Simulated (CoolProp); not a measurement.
Saturation properties of CF4 (R14).

Model: reference Helmholtz-energy equation of state, Platzer 1990, in CoolProp. This equation is an older, rougher fit; its heat capacities, sound speeds and derivatives of the liquid may be far off and weren't checked against measurements.

```json
[
 {"T (°C)": "-98.15", "p (MPa)": "0.5604", "enthalpy of vaporisation (kJ/kg)": "115.0", "surface tension (mN/m)": "6.87", "vapour viscosity (µPa s)": "11.0", "liquid conductivity (mW/(m K))": "73.2"},
 {"T (°C)": "-95.05", "p (MPa)": "0.6460", "enthalpy of vaporisation (kJ/kg)": "?", "surface tension (mN/m)": "?", "vapour viscosity (µPa s)": "11.3", "liquid conductivity (mW/(m K))": "70.9"},
 {"T (°C)": "-91.95", "p (MPa)": "?", "enthalpy of vaporisation (kJ/kg)": "109.8", "surface tension (mN/m)": "5.88", "vapour viscosity (µPa s)": "11.6", "liquid conductivity (mW/(m K))": "68.5"},
 {"T (°C)": "-88.85", "p (MPa)": "0.8456", "enthalpy of vaporisation (kJ/kg)": "107.0", "surface tension (mN/m)": "5.39", "vapour viscosity (µPa s)": "11.9", "liquid conductivity (mW/(m K))": "66.2"},
 {"T (°C)": "-85.75", "p (MPa)": "0.9609", "enthalpy of vaporisation (kJ/kg)": "104.1", "surface tension (mN/m)": "4.92", "vapour viscosity (µPa s)": "12.2", "liquid conductivity (mW/(m K))": "63.9"},
 {"T (°C)": "-82.65", "p (MPa)": "1.087", "enthalpy of vaporisation (kJ/kg)": "?", "surface tension (mN/m)": "4.45", "vapour viscosity (µPa s)": "12.6", "liquid conductivity (mW/(m K))": "61.6"},
 {"T (°C)": "-79.55", "p (MPa)": "1.226", "enthalpy of vaporisation (kJ/kg)": "97.69", "surface tension (mN/m)": "?", "vapour viscosity (µPa s)": "12.9", "liquid conductivity (mW/(m K))": "59.3"},
 {"T (°C)": "-76.45", "p (MPa)": "1.377", "enthalpy of vaporisation (kJ/kg)": "94.18", "surface tension (mN/m)": "?", "vapour viscosity (µPa s)": "13.3", "liquid conductivity (mW/(m K))": "57.0"},
 {"T (°C)": "-73.35", "p (MPa)": "1.541", "enthalpy of vaporisation (kJ/kg)": "90.42", "surface tension (mN/m)": "3.11", "vapour viscosity (µPa s)": "13.7", "liquid conductivity (mW/(m K))": "54.7"},
 {"T (°C)": "-70.25", "p (MPa)": "1.720", "enthalpy of vaporisation (kJ/kg)": "86.37", "surface tension (mN/m)": "2.68", "vapour viscosity (µPa s)": "14.2", "liquid conductivity (mW/(m K))": "52.3"}
]
```

Question: Some entries are withheld; supply them.

Answer: 
- -95.05, enthalpy of vaporisation (kJ/kg): 112.4
- -95.05, surface tension (mN/m): 6.37
- -91.95, p (MPa): 0.7408
- -82.65, enthalpy of vaporisation (kJ/kg): 101.0
- -79.55, surface tension (mN/m): 3.99
- -76.45, surface tension (mN/m): 3.55

It boils at -128.0 °C under 1 atm.

Viscosity comes from a separate model (Huber 2003), an estimate that may be off by 10 % or more. Thermal conductivity comes from a separate model (Huber 2003), an estimate that may be off by 10 % or more. Surface tension comes from a separate correlation (Mulero 2012).
